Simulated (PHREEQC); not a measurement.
## Polishing slurry liquid

Solution (85 °C): 0.0067 mol HNO3, 5.1e-05 mol Al(NO3)3 and 0.012 mol CO2 per kg of water. Closed to the air; pH follows from the charge balance.

The numbers come from PHREEQC with the ion-association model, wateq4f.dat.

Precipitation was switched off in this run.

**Question.** What pH does the model give?

**Answer.** pH 2.21.

**Question.** In which forms is Al present?

**Answer.** Al+3 97 %, AlOH+2 3.3 % of the Al.

Constants without temperature data keep their 25 °C values here.
